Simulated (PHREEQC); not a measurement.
Consider water at 25 °C with 0.0196 mol AgNO3 and 0.18 mol Na2SO4 per kg of water. Closed to the air; pH follows from the charge balance.

Model: ion-association model, wateq4f.dat, run in PHREEQC.

Task: The ionic strength comes out as 0.457 mol/kgw. What activity coefficients do Na+, SO4-2, NaSO4-, AgSO4-, Ag+ get?

Result: Na+ 0.71, SO4-2 0.21, NaSO4- 0.70, AgSO4- 0.73, Ag+ 0.73.

Precipitation was switched off in this run.
